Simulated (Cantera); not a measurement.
A Cantera script and what it prints.

```python
import numpy as np
import cantera as ct

gas_names = """
    C CH CH2 CH3 CH2OH CH3O CH4 CH3OH CN CO CO2 COOH C2 C2H CHCO,ketyl C2H2,acetylene C2H2,vinylidene
    CH2CO,ketene C2H3,vinyl CH3CN CH3CO,acetyl C2H4 C2H4O,ethylen CH3CHO,ethanal CH3COOH (HCOOH)2 C2H5
    C2H6 CH3OCH3 C2H5OH CCN CNC C2N2 C2O C3 C3H3,propargyl C3H4,allene C3H4,propyne C3H4,cyclo-
    C3H5,allyl C3H6,propylene C3H6,cyclo- C3H6O C3H7,n-propyl C3H7,i-propyl C3H8 C3H8O,1propanol
    C3H8O,2propanol C3O2 C4 C4H2 C4H4,1,3-cyclo- C4H6,butadiene C4H6,2-butyne C4H6,cyclo- C4H8,1-butene
    C4H8,cis2-buten C4H8,tr2-butene C4H8,isobutene C4H8,cyclo- (CH3COOH)2 C4H9,n-butyl C4H9,i-butyl
    C4H9,s-butyl C4H9,t-butyl C4H10,isobutane C4H10,n-butane C4N2 C5 C5H6,1,3cyclo- C5H8,cyclo-
    C5H10,1-pentene C5H10,cyclo- C5H11,pentyl C5H11,t-pentyl C5H12,n-pentane C5H12,i-pentane
    CH3C(CH3)2CH3 C6H2 C6H5,phenyl C6H5O,phenoxy C6H6 C6H5OH,phenol C6H10,cyclo- C6H12,1-hexene
    C6H12,cyclo- C6H13,n-hexyl C7H7,benzyl C7H8 C7H8O,cresol C7H14,1-heptene C7H15,n-heptyl
    C7H16,n-heptane C8H8,styrene C8H10,ethylbenz C8H16,1-octene C8H17,n-octyl C8H18,isooctane
    C8H18,n-octane C9H19,n-nonyl C10H8,naphthale C10H21,n-decyl C12H9,o-bipheny C12H10,bipheny H HCN HCO
    HCCN HNC HNCO HNO HNO2 HNO3 HO2 H2 HCHO,formaldehy HCOOH H2O H2O2 N NCO NH NH2 NH3 NH2OH NO NO2 NO3
    N2 N2H2 N2H4 N2O O OH O2 O3 Si SiC SiC2 SiC4H12 SiH SiH2 SiH3 SiH4 SiN SiO SiO2 Si2 Si2C Si2N Si3
""".split()
cond_names = """
    C(gr) C6H6(L) C7H8(L) C8H18(L),n-octa H2O(s) H2O(L) Si(cr) Si(L) SiC(b) SiO2(Lqz) SiO2(hqz) SiO2(L)
    Si2N2O(s) Si3N4(a)
""".split()


def load(file, names, dense=False):
    # The tables refer to 1 bar. Condensed volumes are neglected.
    table = {s.name: s for s in ct.Species.list_from_file(file)}
    out = []
    for n in names:
        d = dict(table[n].input_data)
        d["thermo"] = dict(d["thermo"], **{"reference-pressure": 1e5})
        if dense:
            d["equation-of-state"] = {"model": "constant-volume", "density": "1e6 g/cm^3"}
        out.append(ct.Species.from_dict(d))
    return out


gas = ct.Solution(thermo="ideal-gas", species=load("nasa_gas.yaml", gas_names))
cond = {s.name: ct.Solution(thermo="fixed-stoichiometry", species=[s], name=s.name)
        for s in load("nasa_condensed.yaml", cond_names, dense=True)}
atoms = {
    'SiC': {'Si': 1, 'C': 1},
    'N2O': {'N': 2, 'O': 1},
    'H2': {'H': 2},
}
top_T = {'C(gr)': 4500, 'SiC(b)': 3050, 'Si2N2O(s)': 2100, 'Si3N4(a)': 2400}  # K; cautious upper limits of use, not melting points


def equilibrate(T, P, feed):
    n = {}
    for name, mol in feed.items():
        for a, k in atoms[name].items():
            n[a] = n.get(a, 0.0) + k * mol
    gas.TPX = T, P, n
    mass = sum(n.values()) * gas.mean_molecular_weight
    gas.equilibrate("TP")
    valid = [c for c in cond.values() if c.min_temp <= T <= top_T.get(c.name, c.max_temp)]
    mix = ct.Mixture([(gas, mass / gas.mean_molecular_weight)] + [(c, 0.0) for c in valid])
    mix.T, mix.P = T, P
    mix.equilibrate("TP", solver="vcs", rtol=1e-11, max_steps=5000)
    return mix


results = []
feed = {'SiC': 1, 'N2O': 0.044, 'H2': 5.2}  # mol
T = 1125  # K
P = 3200  # Pa
mix = equilibrate(T, P, feed)
results.append((T, P, feed, dict(zip(mix.species_names, mix.species_moles))))
print(gas.report(threshold=0.0001))
for i in range(1, mix.n_phases):
    print(f"{mix.phase(i).name:16s} {mix.phase_moles(i):12.5e} mol")
```

It prints:

```
       temperature   1125 K
          pressure   3200 Pa
           density   0.00069423 kg/m^3
  mean mol. weight   2.0293 kg/kmol
   phase of matter   gas

                          1 kg             1 kmol
                     ---------------   ---------------
          enthalpy        1.2047e+07        2.4446e+07  J
   internal energy        7.4375e+06        1.5093e+07  J
           entropy             97861        1.9859e+05  J/K
    Gibbs function       -9.8047e+07       -1.9896e+08  J
 heat capacity c_p             15175             30794  J/K
 heat capacity c_v             11078             22479  J/K

                      mass frac. Y      mole frac. X     chem. pot. / RT
                     ---------------   ---------------   ---------------
               CH4         0.0072855        0.00092154           -44.196
                H2           0.99254           0.99907           -21.249
     [ +149 minor]         0.0001758        1.2994e-05

C(gr)             8.31130e-02 mol
Si(cr)            0.00000e+00 mol
SiC(b)            9.12066e-01 mol
SiO2(hqz)         0.00000e+00 mol
Si2N2O(s)         4.39672e-02 mol
Si3N4(a)          0.00000e+00 mol
```

Cantera equilibrium calculation (NASA polynomials, part measured and part estimated; ideal gas, pure solids and liquids). Mutual solubility and eutectic melting of coexisting phases are not modelled.
